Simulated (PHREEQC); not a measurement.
Solution (35 °C): 0.055 mol/kgw H2SO4, 0.13 mol/kgw Al(NO3)3 and 0.0062 mol/kgw NaCl. It is in equilibrium with CO2 at log p = -3.4 (atm). Otherwise closed; pH follows from the charge balance.

Equilibrium calculation in PHREEQC: ion-association model, phreeqc.dat.

No solid was allowed to form.

**Question.** Order these Al species by the share of Al that they hold, largest first: AlHSO4+2, AlSO4+, Al(SO4)2-, Al+3.

**Answer.** Al+3 (71 %), AlSO4+ (28 %), Al(SO4)2- (0.84 %), AlHSO4+2 (0.41 %)

**Question.** Order these S species by the share of S that they hold, largest first: HSO4-, AlSO4+, Al(SO4)2-, SO4-2, AlHSO4+2.

**Answer.** AlSO4+ (65 %), HSO4- (20 %), SO4-2 (9.6 %), Al(SO4)2- (4.0 %), AlHSO4+2 (0.98 %)

The pH is 1.13 and the ionic strength 0.702 mol/kgw. Caution: at this ionic strength the ion-association model is outside its range; a Pitzer model would be the better tool where its parameters exist. Species that the database lacks are ignored.
